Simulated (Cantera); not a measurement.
Charge: 1 mol trisilylamine, 7.4 mol N₂, 0.62 mol H₂, at 14.0 Pa.

These are equilibrium values from Cantera (NASA tables, ideal gas, pure condensed phases), not measurements of a reactor. Candidate condensed phases: Si, Si₃N₄; 18 gas species. The feed counts by its element totals alone. Gases not in the tables: Si₂H₆ and higher silanes. Rates play no part.

Which condensed phases are stable at each of these points (T (°C)): 1075, 1175, 1275, 1375, 1475, 1575, 1675, 1775?


```tsv
T (°C)	condensed phases	Si condensed (%)
1075	Si₃N₄(s)	100.0
1175	Si₃N₄(s)	100.0
1275	Si(s)	99.9
1375	Si(s)	99.2
1475	Si(l)	95.2
1575	Si(l)	78.5
1675	Si(l)	7.2
1775	gas only	0.0
```

From 1075 °C to 1175 °C the condensed part is Si₃N₄(s). From 1275 °C to 1375 °C the condensed part is Si(s). From 1475 °C to 1675 °C the condensed part is Si(l). At 1775 °C nothing is condensed.
